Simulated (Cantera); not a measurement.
Charge: 1 mol SiO2, 1.1 mol Al2O3, 0.87 mol H2, held at 1275 K and 1.70 mbar.

Equilibrium computed with Cantera from the NASA thermochemical tables; the gas is ideal and each condensed phase is pure. Candidate condensed phases: Al, Al2O3, Al2SiO5, Al6Si2O13, H2O, Si, SiO2; 28 gas species. Mutual solubility and eutectic melting of coexisting phases are not modelled. The tables hold silica as quartz up to 1696 K and as liquid above; real silica turns to tridymite and cristobalite and melts near 1996 K. Condensed phases not in the tables: alloys, solid solutions and most ternary compounds. The numbers say what is thermodynamically allowed, not how fast it happens.

Base state: H2 1.000, H2O 2.14e-5, SiO 2.14e-5, H 1.79e-5 (mole fractions); condensed: Al6Si2O13(mullite) + SiO2(β-quartz).

### Question
What changes in the equilibrium state with this change: temperature from 1275 K to 2525 K?

### Answer
| species | before | after |
|---|---|---|
| SiO | 2.14e-5 | 0.383 |
| H | 1.79e-5 | 0.198 |
| H2O | 2.14e-5 | 0.122 |
| H2 | 1.000 | 0.0849 |
| O | <1e-9 | 0.0924 |
| OH | <1e-9 | 0.0605 |
| O2 | <1e-9 | 0.0542 |
| AlO | <1e-9 | 0.000829 |
| SiO2 | <1e-9 | 0.00389 |
| AlO2H | <1e-9 | 0.000718 |
| Al6Si2O13(mullite), mol | 0.367 | 0 |
| SiO2(β-quartz), mol | 0.267 | 0 |
| Al2O3(l), mol | 0 | 1.10 |
The tables' values for SiO2, AlOH are old estimates; treat these amounts as uncertain.
